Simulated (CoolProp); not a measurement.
Vapour-liquid equilibrium of R142b (1) + R113 (2) at 2.35 °C; x and y are mole fractions of (1).

The numbers come from the multi-fluid Helmholtz-energy mixture model, Lemmon 2006 and Marx 1992; pair parameters Bell 2016 in CoolProp.

**Question.** Give the bubble pressure and the first vapour's composition at x = 0.05, 0.25, 0.45. Is there an azeotrope?

**Answer.** x = 0.05: 0.02673 MPa, y = 0.397; x = 0.25: 0.06147 MPa, y = 0.784; x = 0.45: 0.08981 MPa, y = 0.884. No azeotrope shows between x = 0.05 and 0.95.

Pair parameters are fitted to limited data, so mixtures are less certain than the pure fluids.
